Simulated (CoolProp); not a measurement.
Isobutane at 298.15 K and 0.0416 MPa is compressed adiabatically to 0.153 MPa with isentropic efficiency 0.6. Each further row changes one setting.

The numbers come from the reference Helmholtz-energy equation of state, Bücker 2006 in CoolProp.

| case | work (kJ/kg) | final temperature (K) | final density (kg/m³) |
|---|---|---|---|
| as stated | 96.1 | [?] | 3.10 |
| efficiency 1 | 57.7 | [?] | 3.31 |
| efficiency 0.65 | 88.8 | [?] | 3.14 |

**Question.** Fill in the missing entries.

**Answer.** 
- as stated, final temperature (K): 353.1
- efficiency 1, final temperature (K): 332.8
- efficiency 0.65, final temperature (K): 349.2
